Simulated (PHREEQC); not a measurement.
Dissolve 0.0072 mol/kgw H2SO4, 3.3e-05 mol/kgw FeSO4 and 0.0017 mol/kgw Na2SO4 at 45 °C. Closed to the air; pH follows from the charge balance.

Model: Pitzer model, pitzer.dat, run in PHREEQC.

Each row changes one thing in this solution. No solid was allowed to form.

```tsv
case	pH	ionic strength (mol/kgw)	SO4-2 (mol/kgw)	HSO4- (mol/kgw)	SI of Mirabilite (Na2SO4:10H2O)	SI of Thenardite (Na2SO4)
as made	2.06	0.0182	0.00461	0.00432	-7.14	-7.25
diluted 100-fold with water	3.86	0.000264	8.74e-5	1.94e-6	-12.54	-12.65
Na2SO4 from 0.0017 to 0.00085 mol/kgw	…	0.0162	…	…	-7.78	-7.89
H2SO4 from 0.0072 to 0.00144 mol/kgw	…	0.00827	…	0.000639	-7.29	-7.40
```

Task: Some entries are withheld; supply them.

Result: 
- Na2SO4 from 0.0017 to 0.00085 mol/kgw, pH: 2.04
- Na2SO4 from 0.0017 to 0.00085 mol/kgw, SO4-2 (mol/kgw): 0.00406
- Na2SO4 from 0.0017 to 0.00085 mol/kgw, HSO4- (mol/kgw): 0.00402
- H2SO4 from 0.0072 to 0.00144 mol/kgw, pH: 2.70
- H2SO4 from 0.0072 to 0.00144 mol/kgw, SO4-2 (mol/kgw): 0.00253

Species that the database lacks are ignored. At this temperature some constants are extrapolated from 25 °C, and those without enthalpy data are left unchanged.
